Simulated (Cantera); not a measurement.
Cantera run, input and output.

```python
import numpy as np
import cantera as ct

gas = ct.Solution("gri30.yaml")


def delay(T, t_max=10):
    gas.TPX = T, 1000000, {'C3H8': 1, 'O2': 4.55, 'N2': 11.4}
    reactor = ct.IdealGasConstPressureReactor(gas, clone=False)
    net = ct.ReactorNet([reactor])
    net.rtol, net.atol = 1e-8, 1e-16
    while net.time < t_max:
        t_old, T_old = net.time, reactor.T
        net.step()
        if reactor.T > T + 400:  # ignition: a rise of 400 K
            return t_old + (T + 400 - T_old) / (reactor.T - T_old) * (net.time - t_old)
    return np.nan


taus = []
for T in [1000, 1100, 1200, 1300, 1400, 1500, 1600, 1700]:
    taus.append(delay(T))
    print(f"T0 = {T:6g} K   tau = {taus[-1]:.4e} s")
```

Output:

```
T0 =   1000 K   tau = 5.3799e-02 s
T0 =   1100 K   tau = 8.1957e-03 s
T0 =   1200 K   tau = 1.3228e-03 s
T0 =   1300 K   tau = 2.3880e-04 s
T0 =   1400 K   tau = 5.3840e-05 s
T0 =   1500 K   tau = 1.6009e-05 s
T0 =   1600 K   tau = 6.1955e-06 s
T0 =   1700 K   tau = 2.9823e-06 s
```

Detailed kinetics in Cantera: GRI-Mech 3.0 (53 species, 325 reactions). GRI-Mech 3.0 was tuned for natural gas; its chemistry of propane as a main component is partial and can be far from experiment.
